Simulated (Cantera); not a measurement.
A perfectly stirred reactor is fed with 0.576 % CO, 1.76 % O₂, 0.0283 % H₂O, 97.6 % N₂, equivalence ratio 0.16, at 67000 Pa; it is held at 1050 K, and followed from long to short residence time.

Computed with Cantera and GRI-Mech 3.0 (53 species, 325 reactions).

One state of this run: x CO = 0.00556; x O₂ = 0.0175; x H₂O = 0.000281; x O = 2.05e-5; x NO = 2.62e-10. x: mole fraction; the columns are a selection and need not sum to one.

Question: Which value of τ (s) does it belong to?
A) 4.8
B) 0.33
C) 0.023
D) 1.3

Answer: C, 0.023
